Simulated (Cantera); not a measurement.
An isothermal, constant-pressure homogeneous reactor starts with C2H6 : N2 = 1 : 110 (molar parts), at 1773 K and 0.000120 bar. Integrator tolerance rtol = 1e-08.

Computed with Cantera and GRI-Mech 3.0 (53 species, 325 reactions). GRI-Mech 3.0 stops at C3 and has no aromatics, soot or wall deposition, so with more carbon than oxygen in the feed, carbon stays in small species such as C2H2 where larger ones or solid carbon would form. Radical loss at walls, strong at low pressure, is not modelled.

```csv
quantity,before,after
x(C2H6) at 20.0 s,2.31e-10 (gas-phase equilibrium <1e-12),<1e-12 (gas-phase equilibrium <1e-12)
x(CH4) at 20.0 s,0.000138 (gas-phase equilibrium 4.68e-10),1.69e-6 (gas-phase equilibrium 2.62e-12)
x(H) at 20.0 s,0.000275 (gas-phase equilibrium 0.00331),0.000158 (gas-phase equilibrium 0.00112)
x(CH2) at 20.0 s,7.07e-7 (gas-phase equilibrium 4.44e-10),1.11e-7 (gas-phase equilibrium 2.16e-11)
x(HCN) at 20.0 s,0.000111 (gas-phase equilibrium 0.0162),0.000106 (gas-phase equilibrium 0.00235)
x(H2) at 20.0 s,0.0173 (gas-phase equilibrium 0.0160),0.00232 (gas-phase equilibrium 0.00185)
x(C2H) at 20.0 s,1.08e-6 (gas-phase equilibrium 1.19e-6),6.07e-7 (gas-phase equilibrium 7.20e-8)
```

Q: What was changed between the two runs?
A. N2 110 to 830 parts
B. N2 110 to 52 parts
C. pressure from 0.000120 bar to 1.10 bar
D. temperature 1773 to 1325 K

A: A, N2 110 to 830 parts
